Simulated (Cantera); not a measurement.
**NO annealing gas**

A perfectly stirred reactor is fed with 18.2 % NO, 81.8 % N2, at 10.00 Torr; it is held at 2200 K, and followed from long to short residence time.

Detailed kinetics in Cantera: GRI-Mech 3.0 (53 species, 325 reactions). Radical loss at walls, strong at low pressure, is not modelled.

| τ (s) | x NO | x N2 | x O | x N2O | x O2 | x NO2 |
|---|---|---|---|---|---|---|
| 1.3 | 0.128 | 0.844 | 0.00332 | 5.46e-6 | 0.0252 | 6.62e-6 |
| 0.33 | 0.174 | 0.821 | 0.00112 | 1.32e-5 | 0.00307 | 2.93e-6 |
| 0.088 | 0.181 | 0.818 | 0.000308 | 1.50e-5 | 0.000239 | 7.78e-7 |
| 0.023 | 0.182 | 0.818 | 7.48e-5 | 1.24e-5 | 1.53e-5 | 1.78e-7 |
| 0.0061 | 0.182 | 0.818 | 1.63e-5 | 7.00e-6 | 8.83e-7 | 3.37e-8 |
| 0.0016 | 0.182 | 0.818 | 3.52e-6 | 2.61e-6 | 4.98e-8 | 4.90e-9 |
| 0.00042 | 0.182 | 0.818 | 8.40e-7 | 7.70e-7 | 3.11e-9 | 5.24e-10 |
| 0.00011 | 0.182 | 0.818 | 2.13e-7 | 2.08e-7 | 2.07e-10 | 4.28e-11 |
x: mole fraction; the columns are a selection and need not sum to one.
